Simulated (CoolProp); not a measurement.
The fluid at 298.15 K and 4.78 MPa flows at 0.61 m/s in a round tube of 1 mm bore and 45 µm roughness, fully developed (64/Re and Nu = 3.66 if laminar; Colebrook and Gnielinski if turbulent). The same conditions are run with several fluids, on thermodynamics alone (safety and materials aside).

The numbers come from the reference Helmholtz-energy equation of state of each fluid (toluene: Lemmon 2006; n-octane: Beckmüller 2019; n-heptane: Span 2003; R410A: Lemmon 2003; n-decane: Lemmon 2006) in CoolProp. Blends and air are pseudo-pure fits.

```json
[
 {"fluid": "toluene", "Reynolds number": "920", "Darcy friction factor": "0.0696", "pressure drop (Pa/m)": "11200", "heat-transfer coefficient (W/(m² K))": "483", "mass flow (kg/h)": "1.49"},
 {"fluid": "n-octane", "Reynolds number": "…", "Darcy friction factor": "0.0802", "pressure drop (Pa/m)": "10500", "heat-transfer coefficient (W/(m² K))": "464", "mass flow (kg/h)": "1.21"},
 {"fluid": "n-heptane", "Reynolds number": "1020", "Darcy friction factor": "0.0629", "pressure drop (Pa/m)": "8010", "heat-transfer coefficient (W/(m² K))": "455", "mass flow (kg/h)": "1.18"},
 {"fluid": "R410A", "Reynolds number": "5150", "Darcy friction factor": "…", "pressure drop (Pa/m)": "14700", "heat-transfer coefficient (W/(m² K))": "4180", "mass flow (kg/h)": "1.87"},
 {"fluid": "n-decane", "Reynolds number": "497", "Darcy friction factor": "0.129", "pressure drop (Pa/m)": "17500", "heat-transfer coefficient (W/(m² K))": "…", "mass flow (kg/h)": "1.26"}
]
```

Q: Fill in the missing entries.

A: 
- n-octane, Reynolds number: 798
- R410A, Darcy friction factor: 0.0727
- n-decane, heat-transfer coefficient (W/(m² K)): 481

Transport values come from each fluid's own correlations.
